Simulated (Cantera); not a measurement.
A closed system holds: 1 mol PbCl₂, 0.37 mol H₂, 6.6 mol N₂, equilibrated at 1973.15 K and 23.0 Pa.

These are equilibrium values from Cantera (NASA tables, ideal gas, pure condensed phases), not measurements of a reactor. Candidate condensed phases: NH₄Cl, Pb, PbCl₂; 17 gas species. Kinetics and transport are ignored.

Base state: N₂ 0.690, Cl 0.130, Pb 0.0967, HCl 0.0714, PbCl 0.00772, H 0.00326, H₂ 0.00134, PbCl₂ 6.61e-5 (mole fractions); condensed: gas only.

Q: What changes in the equilibrium state with this change: 1.8 mol Cl₂ added?

A: 
```csv
species,before,after
N₂,0.690,0.507
Cl,0.130,0.360
Pb,0.0967,0.0626
PbCl,0.00772,0.0138
HCl,0.0714,0.0557
H₂,0.00134,0.000106
Cl₂,8.76e-6,6.73e-5
PbCl₂,6.61e-5,0.000329
```

Q: What changes in the equilibrium state with this change: temperature from 1973.15 K to 1548.15 K?

A: 
| species | before | after |
|---|---|---|
| N₂ | 0.690 | 0.769 |
| HCl | 0.0714 | 0.0862 |
| PbCl | 0.00772 | 0.0694 |
| Cl | 0.130 | 0.0282 |
| Pb | 0.0967 | 0.0225 |
| PbCl₂ | 6.61e-5 | 0.0246 |
| PbCl₄ | <1e-9 | 1.63e-5 |
| H | 0.00326 | 1.01e-5 |
| H₂ | 0.00134 | 2.46e-5 |
| Cl₂ | 8.76e-6 | 2.86e-5 |
The tables' values for PbCl₄ are old estimates; treat these amounts as uncertain.
